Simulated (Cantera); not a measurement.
Input (Python, Cantera) and output of one run.

```python
import numpy as np
import cantera as ct

gas_names = [...]  # 123 gases of nasa_gas.yaml made of C, H, O, Si
cond_names = """
    C(gr) C6H6(L) C7H8(L) C8H18(L),n-octa H2O(s) H2O(L) Si(cr) Si(L) SiC(b) SiO2(Lqz) SiO2(hqz) SiO2(L)
""".split()


# ... load() reads the species with a 1 bar reference pressure and builds the phases ...
atoms = {
    'HMDSO': {'Si': 2, 'C': 6, 'H': 18, 'O': 1},
    'H2O': {'H': 2, 'O': 1},
}
top_T = {'C(gr)': 4500, 'SiC(b)': 3050}  # K; cautious upper limits of use, not melting points


# ... equilibrate(T, P, feed) seeds the gas with the atoms and calls Mixture.equilibrate('TP', solver="vcs", rtol=1e-11, max_steps=5000) ...
results = []
feed = {'HMDSO': 1, 'H2O': 0.63}  # mol
T = 1073.15  # K
for P in [5, 15, 45, 140, 410, 1200, 3700, 11000, 33000, 100000]:
    mix = equilibrate(T, P, feed)
    results.append((T, P, feed, dict(zip(mix.species_names, mix.species_moles))))

top = {s: max(r[3][s] / sum(r[3][g] for g in gas_names) for r in results) for s in gas_names}
cols = sorted((s for s in top if top[s] > 0.0001), key=lambda s: -top[s])[:8]
seen = [c for c in cond_names if any(r[3].get(c, 0) > 1e-12 for r in results)]
print("log10 of partial pressures in bar; condensed amounts in mol")
print(f"{'P/Pa':>10s}" + "".join(f"{s[:9]:>10s}" for s in cols + seen))
for T, P, feed, n in results:
    ng = sum(n[g] for g in gas_names)
    print(f"{P:10.4g}" + "".join(f"{np.log10(max(n[s] / ng * P / 1e5, 1e-99)):10.3f}" for s in cols)
          + "".join(f"{n.get(c, 0):10.4g}" for c in seen))
```

Result:

```
log10 of partial pressures in bar; condensed amounts in mol
      P/Pa        H2       CH4        CO     C(gr)    SiC(b) SiO2(hqz)
         5    -4.314    -9.967    -5.822     4.366     1.335    0.6654
        15    -3.828    -8.995    -5.822     4.668     1.234    0.7661
        45    -3.348    -8.035    -5.822     4.766     1.201    0.7988
       140    -2.854    -7.047    -5.822     4.799      1.19    0.8098
       410    -2.387    -6.113    -5.822     4.808     1.187    0.8132
      1200    -1.921    -5.181    -5.822     4.808     1.186    0.8144
      3700    -1.433    -4.203    -5.822     4.798     1.185    0.8148
   1.1e+04    -0.961    -3.260    -5.822     4.767     1.185    0.8149
   3.3e+04    -0.488    -2.314    -5.822     4.675     1.185     0.815
     1e+05    -0.019    -1.376    -5.822     4.426     1.185     0.815
```

Cantera equilibrium calculation (NASA polynomials, part measured and part estimated; ideal gas, pure solids and liquids). The feed counts by its element totals alone. Mutual solubility and eutectic melting of coexisting phases are not modelled.
